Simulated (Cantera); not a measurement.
## c-C4F8 + HCl (fluorocarbon and chlorocarbon gases)

Charge: 1 mol c-C4F8, 0.049 mol HCl, held at 1375 °C.

Method: chemical equilibrium by Gibbs-energy minimisation in Cantera with the NASA 1993 tables (ideal gas, pure condensed phases). Candidate condensed phases: C, C6H6, C7H8, C8H18; 118 gas species. The feed counts by its element totals alone. Gases not in the tables: C2F6 and larger saturated fluorocarbons. The numbers say what is thermodynamically allowed, not how fast it happens.

From 1.00 Pa to 1.00 bar the condensed part is C(graphite). The main C-bearing gas is CF4 throughout.

```tsv
P (Pa)	x CF4	x F	x CF2	x HF	x Cl	n C(graphite)
1	0.766	0.102	0.0882	0.0206	0.0206	1.97
5.20	0.881	0.0306	0.0415	0.0225	0.0224	1.98
27	0.925	0.00900	0.0187	0.0231	0.0230	2.00
140	0.942	0.00263	0.00827	0.0233	0.0231	2.00
720	0.948	0.000772	0.00366	0.0234	0.0225	2.01
3700	0.952	0.000226	0.00162	0.0233	0.0203	2.01
19000	0.954	6.64e-5	0.000714	0.0231	0.0151	2.01
100000	0.956	1.91e-5	0.000312	0.0228	0.00838	2.01
```
x: gas mole fraction; n: condensed amount in mol.
